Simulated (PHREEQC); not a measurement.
0.18 g of hydrous ferric oxide (600 m²/g; 0.2 weak and 0.005 strong sites per Fe, Dzombak-Morel constants, diffuse double layer) in 1 kg of water with 0.3 mol/kgw of an inert sodium salt and 6.4e-06 mol/kgw Na2SeO4 and 1.3e-05 mol/kgw Na2SeO3, at 25 °C; the pH is set by adding NaOH or the inert anion's acid. No oxygen is let in. No CO2 enters from the air. Precipitation was switched off in this run.

The series has 17 steps of pH, from 4 to 12.

Model: ion-association model, wateq4f.dat, run in PHREEQC.

**Question.** Near which pH is half of the Se sorbed, and on which side is more sorbed?

**Answer.** Near pH 5.2, with more sorbed at lower pH.

**Question.** Near which pH is half of the Se sorbed, and on which side is more sorbed?

**Answer.** Near pH 6.9, with more sorbed at lower pH.

Species that the database lacks are ignored. The database's selenite sorption wasn't checked against measurements; a fall in acid may be a fault of its surface constants.
